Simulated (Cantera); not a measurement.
**Ignition delay**

Mixture: 5.85 % CH₄, 19.8 % O₂, 74.3 % N₂, equivalence ratio 0.59, at 9.38 atm, adiabatic and at constant pressure. Ignition delay is the time to a rise of 400 K.

Model: GRI-Mech 3.0 (53 species, 325 reactions), integrated in Cantera.

```
T0 (K)  delay (ms)
------  ----------
1050          32.5
1100          15.1
1150          7.55
1200          3.96
1250          2.16
1300          1.22
1350         0.706
```

- apparent activation energy between 1250 and 1350 K: 160 kJ/mol
